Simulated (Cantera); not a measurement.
## Premixed flame

A freely propagating, adiabatic, planar premixed flame of H2 : O2 : N2 = 1 : 0.227 : 0.855 (molar parts), equivalence ratio 2.2, unburnt at 425 K and 1.50 bar; mixture-averaged transport, grid criteria slope 0.08 and curve 0.16, no radiation.

Model: the H2/O2 subset of GRI-Mech 3.0, which has no nitrogen chemistry, integrated in Cantera. Burning velocities carry a grid error of a few per cent, more on coarse grids.

```
z (mm)   T (K)  u (m/s)   x H2      x O2      x H     x H2O     x HO2   x H2O2
-------  -----  -------  -----  --------  -------  --------  --------  -------
-0.701     425     5.03  0.480     0.109    <1e-8     <1e-8     <1e-8    <1e-8
-0.467     425     5.03  0.480     0.109    <1e-8     <1e-8     <1e-8    <1e-8
-0.350     425     5.03  0.480     0.109    <1e-8   2.08e-8     <1e-8    <1e-8
-0.234     425     5.03  0.480     0.109    <1e-8   7.66e-7   3.02e-7    <1e-8
-0.117     460     5.39  0.474     0.110  4.78e-5  0.000945  0.000279  1.28e-5
-0.0584    740     8.43  0.440     0.103  0.00494    0.0236  0.000300  4.83e-5
0         1142     12.6  0.367    0.0747   0.0290    0.0883  0.000116  6.39e-6
0.0584    1423     15.6  0.292    0.0303   0.0577     0.174   4.23e-5  1.27e-6
0.117     1559     17.1  0.260   0.00800   0.0674     0.217   1.08e-5  6.44e-7
0.234     1672     18.2  0.255  0.000709   0.0617     0.233   9.21e-7  3.65e-7
0.467     1776     19.2  0.263  0.000162   0.0484     0.236   2.35e-7  2.20e-7
0.935     1873     20.1  0.272   8.90e-5   0.0347     0.238   1.37e-7  1.16e-7
1.87      1954     20.8  0.279   4.24e-5   0.0230     0.240   7.23e-8  5.53e-8
```
x: mole fraction of selected species; z is measured from the peak of heat release.

| Item | Value |
|---|---|
| laminar burning velocity | 503 cm/s |
| thermal thickness | 0.234 mm |
| peak x(H) | 0.0675 |
| peak x(HO2) | 0.000494 |
| peak x(H2O2) | 5.25e-5 |
| grid points | 122 |
